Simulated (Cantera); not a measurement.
Cantera run:

```python
import numpy as np
import cantera as ct

gas_names = """
    CL CL2 H HCL H2 Si SiCL SiCL2 SiCL3 SiCL4 SiH SiHCL3 SiH2 SiH2CL2 SiH3 SiH3CL SiH4 Si2 Si3
""".split()
cond_names = """
    Si(cr) Si(L)
""".split()


# ... load() reads the species with a 1 bar reference pressure and builds the phases ...
atoms = {
    'SiCl4': {'Si': 1, 'CL': 4},
    'HCl': {'H': 1, 'CL': 1},
    'H2': {'H': 2},
}
top_T = {}  # K; cautious upper limits of use, not melting points


# ... equilibrate(T, P, feed) seeds the gas with the atoms and calls Mixture.equilibrate('TP', solver="vcs", rtol=1e-11, max_steps=5000) ...
results = []
feed = {'SiCl4': 1, 'HCl': 4.7, 'H2': 2.4}  # mol
T = 773.15  # K
P = 920000  # Pa
mix = equilibrate(T, P, feed)
results.append((T, P, feed, dict(zip(mix.species_names, mix.species_moles))))
x = sorted(zip(gas.X, gas.species_names), reverse=True)
print(f"T = {T:g} K  P = {P:g} Pa  gas = {mix.phase_moles(0):.4g} mol")
print("   x: " + "  ".join(f"{s} {v:.3e}" for v, s in x if v > 1e-05))
print("   condensed (mol): " + ("  ".join(f"{mix.phase(i).name} {mix.phase_moles(i):.4g}"
      for i in range(1, mix.n_phases) if mix.phase_moles(i) > 1e-12) or "none"))
```

Output:

```
T = 773.15 K  P = 920000 Pa  gas = 8.1 mol
   x: HCL 5.803e-01  H2 2.963e-01  SiCL4 1.234e-01  SiHCL3 3.974e-05
   condensed (mol): none
```

These are equilibrium values from Cantera (NASA tables, ideal gas, pure condensed phases), not measurements of a reactor.
